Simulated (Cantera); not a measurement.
A perfectly stirred reactor is fed with CO : O2 : H2O : N2 = 0.0043 : 0.053 : 0.00062 : 1 (molar parts), equivalence ratio 0.041, at 170000 Pa; it is held at 1300 K, and followed from long to short residence time.

Model: GRI-Mech 3.0 (53 species, 325 reactions), integrated in Cantera.

x: mole fraction; the columns are a selection and need not sum to one.

| τ (s) | x CO | x O2 | x H2O | x H | x N2O | x HO2 |
|---|---|---|---|---|---|---|
| 0.43 | ___ | 0.0483 | 0.000583 | 1.06e-7 | 2.28e-6 | 5.60e-7 |
| 0.18 | ___ | 0.0483 | 0.000581 | 2.34e-7 | 2.32e-6 | 8.13e-7 |
| 0.075 | ___ | 0.0485 | 0.000579 | 4.99e-7 | 2.15e-6 | 1.13e-6 |
| 0.032 | ___ | 0.0487 | 0.000577 | 9.75e-7 | 1.83e-6 | 1.49e-6 |
| 0.013 | ___ | 0.0490 | 0.000574 | 1.75e-6 | 1.39e-6 | 1.87e-6 |
| 0.0055 | ___ | 0.0493 | 0.000572 | 2.54e-6 | 9.17e-7 | 2.15e-6 |
| 0.0023 | ___ | 0.0497 | 0.000573 | 2.71e-6 | 4.66e-7 | 2.22e-6 |

**Question.** Fill in the missing entries.

**Answer.** 
- 0.43, x CO: 0.000227
- 0.18, x CO: 0.000404
- 0.075, x CO: 0.000701
- 0.032, x CO: 0.00115
- 0.013, x CO: 0.00182
- 0.0055, x CO: 0.00258
- 0.0023, x CO: 0.00330
